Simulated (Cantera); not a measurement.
What does this Cantera script print?

```python
import numpy as np
import cantera as ct

gas_names = [...]  # 113 gases of nasa_gas.yaml made of C, H, O, Pb
cond_names = """
    C(gr) C6H6(L) C7H8(L) C8H18(L),n-octa H2O(s) H2O(L) Pb(cr) Pb(L) PbO(rd) PbO(yw) PbO(L) PbO2(s)
    Pb3O4(s)
""".split()


# ... load() reads the species with a 1 bar reference pressure and builds the phases ...
atoms = {
    'PbO': {'Pb': 1, 'O': 1},
    'CO': {'C': 1, 'O': 1},
    'H2': {'H': 2},
}
top_T = {'C(gr)': 4500, 'Pb3O4(s)': 820}  # K; cautious upper limits of use, not melting points


# ... equilibrate(T, P, feed) seeds the gas with the atoms and calls Mixture.equilibrate('TP', solver="vcs", rtol=1e-11, max_steps=5000) ...
results = []
feed = {'PbO': 1, 'CO': 0.04, 'H2': 69}  # mol
P = 10000  # Pa
for T in [773, 848, 923, 998, 1073, 1148, 1223, 1298, 1373, 1448, 1523, 1598, 1673]:
    mix = equilibrate(T, P, feed)
    results.append((T, P, feed, dict(zip(mix.species_names, mix.species_moles))))

top = {s: max(r[3][s] / sum(r[3][g] for g in gas_names) for r in results) for s in gas_names}
cols = sorted((s for s in top if top[s] > 1e-06), key=lambda s: -top[s])[:9]
seen = [c for c in cond_names if any(r[3].get(c, 0) > 1e-12 for r in results)]
print("log10 of partial pressures in bar; condensed amounts in mol")
print(f"{'T/K':>10s}" + "".join(f"{s[:9]:>10s}" for s in cols + seen))
for T, P, feed, n in results:
    ng = sum(n[g] for g in gas_names)
    print(f"{T:10.4g}" + "".join(f"{np.log10(max(n[s] / ng * P / 1e5, 1e-99)):10.3f}" for s in cols)
          + "".join(f"{n.get(c, 0):10.4g}" for c in seen))
```

Output:

```
log10 of partial pressures in bar; condensed amounts in mol
       T/K        H2       H2O        Pb       CH4        CO         H       CO2     Pb(L)
       773    -1.007    -2.822    -7.637    -4.244    -6.049   -12.546    -7.155         1
       848    -1.007    -2.826    -6.524    -4.366    -4.846   -11.224    -6.176    0.9998
       923    -1.007    -2.836    -5.596    -4.968    -4.339   -10.115    -5.859    0.9982
       998    -1.007    -2.839    -4.810    -5.838    -4.257    -9.171    -5.929    0.9893
      1073    -1.007    -2.840    -4.136    -6.651    -4.246    -8.357    -6.044    0.9495
      1148    -1.008    -2.841    -3.553    -7.369    -4.244    -7.649    -6.149     0.806
      1223    -1.011    -2.843    -3.042    -8.006    -4.245    -7.027    -6.243    0.3677
      1298    -1.013    -2.845    -2.845    -8.570    -4.247    -6.476    -6.324         0
      1373    -1.013    -2.845    -2.845    -9.067    -4.246    -5.984    -6.393         0
      1448    -1.013    -2.845    -2.845    -9.512    -4.246    -5.542    -6.453         0
      1523    -1.013    -2.845    -2.845    -9.913    -4.246    -5.143    -6.507         0
      1598    -1.013    -2.845    -2.845   -10.275    -4.245    -4.780    -6.555         0
      1673    -1.013    -2.846    -2.845   -10.604    -4.245    -4.450    -6.597         0
```

Equilibrium computed with Cantera from the NASA thermochemical tables; the gas is ideal and each condensed phase is pure.
